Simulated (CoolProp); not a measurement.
Vapour-liquid equilibrium of cyclohexane (1) + toluene (2) at 300.2 K; x and y are mole fractions of (1).

The numbers come from the multi-fluid Helmholtz-energy mixture model, Zhou 2014 and Lemmon 2006; pair parameters Bell 2016 in CoolProp.

Question: Give the bubble pressure and the first vapour's composition at x = 0.15, 0.75, 0.95. Is there an azeotrope?

Answer: x = 0.15: 0.06431 bar, y = 0.437; x = 0.75: 0.1233 bar, y = 0.892; x = 0.95: 0.1388 bar, y = 0.978. No azeotrope shows between x = 0.05 and 0.95.

Pair parameters are fitted to limited data, so mixtures are less certain than the pure fluids.
